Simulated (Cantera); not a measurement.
**Silicon nitride deposition: SiHCl3 + NH3 + H2**

A closed system holds: 1 mol SiHCl3, 45 mol NH3, 21 mol H2, equilibrated at 1300 °C and 11.0 Pa.

Cantera equilibrium calculation (NASA polynomials, part measured and part estimated; ideal gas, pure solids and liquids). Candidate condensed phases: NH4Cl, Si, Si3N4; 28 gas species. The tables' values for SiCl are old estimates; treat these amounts as uncertain. Rates play no part.

| Property | Result |
|---|---|
| x(H2) | 0.773 |
| x(N2) | 0.199 |
| x(HCl) | 0.0221 |
| x(H) | 0.00341 |
| x(SiCl2) | 0.00214 |
| x(Si) | 0.000501 |
| x(Cl) | 7.75e-5 |
| x(SiCl) | 5.32e-5 |
| x(SiH) | 1.11e-5 |
| n(Si(s)) | 0.692 mol |
| gas amount | 113.3 mol |
